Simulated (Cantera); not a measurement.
A freely propagating, adiabatic, planar premixed flame of 37.1 % H2, 13.2 % O2, 44.9 % N2, 4.82 % H2O, unburnt at 350 K and 7.11 atm; unity-Lewis-number transport, grid criteria slope 0.08 and curve 0.16, no radiation.

Computed with Cantera and the H2/O2 subset of GRI-Mech 3.0, which has no nitrogen chemistry. The hydrogen kinetics of GRI-Mech 3.0 are dated; newer H2 mechanisms differ, most at raised pressure. Unity Lewis numbers drop preferential diffusion, which matters most where H2 and H carry the flame. Burning velocities carry a grid error of a few per cent, more on coarse grids.

Task: Predict: laminar burning velocity; thermal thickness; peak x(O); peak x(OH); peak x(H).

Result: 
| Quantity | Result |
|---|---|
| laminar burning velocity | 223 cm/s |
| thermal thickness | 0.0310 mm |
| peak x(O) | 0.00240 |
| peak x(OH) | 0.00886 |
| peak x(H) | 0.0349 |
